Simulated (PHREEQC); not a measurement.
Make-up at 75 °C: 4.8 mol/kgw MgCl2 and 0.19 mol/kgw K2SO4. It is in equilibrium with CO2 at log p = -3.5 (atm). Otherwise closed; pH follows from the charge balance.

Model: Pitzer model, pitzer.dat, run in PHREEQC.

```json
[
 {"quantity": "pH", "before": "2.99", "after": "6.39"},
 {"quantity": "CO2 (mol/kgw)", "before": "7.52e-7", "after": "3.96e-6"},
 {"quantity": "HCO3- (mol/kgw)", "before": "1.20e-7", "after": "7.89e-6"},
 {"quantity": "CO3-2 (mol/kgw)", "before": "2.49e-11", "after": "5.08e-9"}
]
```

Problem. Name the change that produced these shifts.
(A) K2SO4 left out
(B) temperature from 75 to 20 °C
(C) temperature from 75 to 25 °C
(D) MgCl2 left out

Solution. D, MgCl2 left out

This is a speciation only: nothing precipitates in the calculation. In brines, pH and single-ion activities rest on the MacInnes convention. Constants without temperature data keep their 25 °C values here.
